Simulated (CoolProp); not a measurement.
Ethylbenzene along the isobar 4.03 MPa: fugacity coefficient from the reference equation and from simpler models built on Tc = 617.1 K, pc = 3.622 MPa, ω = 0.304; each cubic takes its own stable root.

Values from CoolProp's reference Helmholtz-energy equation of state, Zhou 2012.

| T (K) | phase | reference |
|---|---|---|
| 194 | liquid | 1.996e-8 |
| 210.2 | liquid | 1.978e-7 |
| 226.4 | liquid | 1.348e-6 |
| 242.6 | liquid | 6.846e-6 |
| 258.8 | liquid | 2.747e-5 |
| 275 | liquid | 9.103e-5 |
| 291.3 | liquid | 0.0002594 |
| 307.5 | liquid | 0.0006448 |
| 323.7 | liquid | 0.001437 |
| 339.9 | liquid | 0.002919 |
| 356.1 | liquid | 0.005482 |
| 372.3 | liquid | 0.009622 |
| 388.5 | liquid | 0.01593 |
| 404.7 | liquid | 0.02506 |

**Question.** How far does each simpler model (van der Waals, Peng-Robinson) lie from the reference over these 14 states: mean and median of the absolute difference, and the worst?

**Answer.** 
- van der Waals: mean 369405.9 %, median 6847.0 %, worst +3900200.6 % at 194 K and 4.03 MPa
- Peng-Robinson: mean 17.9 %, median 7.9 %, worst +75.7 % at 194 K and 4.03 MPa
